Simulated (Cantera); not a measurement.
A closed system holds: 1 mol Al, 0.19 mol H2O, 25 mol H2, 0.0067 mol O2, at 1273 K and 0.160 bar.

Equilibrium computed with Cantera from the NASA thermochemical tables; the gas is ideal and each condensed phase is pure. Candidate condensed phases: Al, Al2O3, H2O; 19 gas species. Mutual solubility and eutectic melting of coexisting phases are not modelled. Rates play no part.

Base state: H2 1.000 (mole fractions); condensed: Al(l) + Al2O3(s).

Q: What changes in the equilibrium state with this change: temperature from 1273 K to 1923.15 K?

A: 
```json
[
 {"species": "H2", "before": "1.000", "after": "0.969"},
 {"species": "Al", "before": "9.91e-7", "after": "0.0182"},
 {"species": "Al2O", "before": "2.63e-7", "after": "0.00784"},
 {"species": "Al2", "before": "<1e-9", "after": "2.46e-5"},
 {"species": "AlH", "before": "1.36e-6", "after": "0.00239"},
 {"species": "H", "before": "1.78e-6", "after": "0.00232"},
 {"species": "Al(l), mol", "before": "0.864", "after": "0.0579"},
 {"species": "Al2O3(s), mol", "before": "0.0678", "after": "0"}
]
```
